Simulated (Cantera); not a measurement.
Charge: 1 mol CH₃SiCl₃, 0.11 mol HCl, 5.2 mol H₂, equilibrated at 825 °C and 0.100 bar.

Method: chemical equilibrium by Gibbs-energy minimisation in Cantera with the NASA 1993 tables (ideal gas, pure condensed phases). Candidate condensed phases: C, C₆H₆, C₇H₈, C₈H₁₈, Si, SiC; 109 gas species. The feed counts by its element totals alone. The tables' values for SiCl₃ are old estimates; treat these amounts as uncertain. Kinetics and transport are ignored.

Base state: H₂ 0.754, HCl 0.193, SiCl₄ 0.0477, SiHCl₃ 0.00271, CH₄ 0.00208, SiCl₃ 0.000540, SiCl₂ 8.59e-5, SiH₂Cl₂ 1.84e-5 (mole fractions); condensed: C(graphite) + SiC(s).

What changes in the equilibrium state with this change: pressure from 0.100 bar to 10.0 mbar?


| species | before | after |
|---|---|---|
| H₂ | 0.754 | 0.693 |
| HCl | 0.193 | 0.280 |
| SiCl₄ | 0.0477 | 0.0248 |
| CH₄ | 0.00208 | 0.000176 |
| SiH₂Cl₂ | 1.84e-5 | 3.86e-6 |
| SiHCl₃ | 0.00271 | 0.000895 |
| C(graphite), mol | 0.387 | 0.213 |
| SiC(s), mol | 0.597 | 0.785 |

What changes in the equilibrium state with this change: H₂ from 5.2 to 17 mol?


```csv
species,before,after
H₂,0.754,0.863
HCl,0.193,0.127
SiCl₄,0.0477,0.00675
SiCl₃,0.000540,0.000124
SiHCl₃,0.00271,0.000668
SiCl₂,8.59e-5,3.23e-5
SiH₂Cl₂,1.84e-5,7.92e-6
CH₄,0.00208,0.00272
"C(graphite), mol",0.387,0.0967
"SiC(s), mol",0.597,0.849
```
